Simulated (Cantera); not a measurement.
A freely propagating, adiabatic, planar premixed flame of H2 : O2 : N2 = 1 : 0.25 : 0.94 (molar parts), unburnt at 548 K and 1.01 bar; mixture-averaged transport, grid criteria slope 0.08 and curve 0.16, no radiation.

Model: the H2/O2 subset of GRI-Mech 3.0, which has no nitrogen chemistry, integrated in Cantera. Burning velocities carry a grid error of a few per cent, more on coarse grids.

Question: What does this change do: inlet temperature 548 to 600 K?

Answer: 
```tsv
quantity	before	after
laminar burning velocity	773 cm/s	905 cm/s
thermal thickness	0.429 mm	0.447 mm
peak x(H2O2)	1.44e-5	8.61e-6
peak x(OH)	0.00497	0.00547
peak x(HO2)	0.000297	0.000255
```
